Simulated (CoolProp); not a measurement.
Methane at 187.87 K and 3.3 MPa flows at 0.21 m/s in a round tube of 20 mm bore and 0.25 µm roughness, fully developed (64/Re and Nu = 3.66 if laminar; Colebrook and Gnielinski if turbulent). Each further row changes one setting.

The numbers come from the reference Helmholtz-energy equation of state, Setzmann 1991 in CoolProp.

| case | Reynolds number | Darcy friction factor | pressure drop (Pa/m) | heat-transfer coefficient (W/(m² K)) | mass flow (kg/h) |
|---|---|---|---|---|---|
| as stated | 24800 | 0.0246 | 1.37 | 122 | 12.0 |
| velocity 0.42 m/s | 49600 | 0.0210 | 4.68 | 214 | 24.0 |
| diameter 40 mm | 49600 | 0.0209 | 0.585 | 107 | 48.1 |

Viscosity comes from a separate model (Quiñones-Cisneros 2006). Thermal conductivity comes from a separate model (Friend 1989).
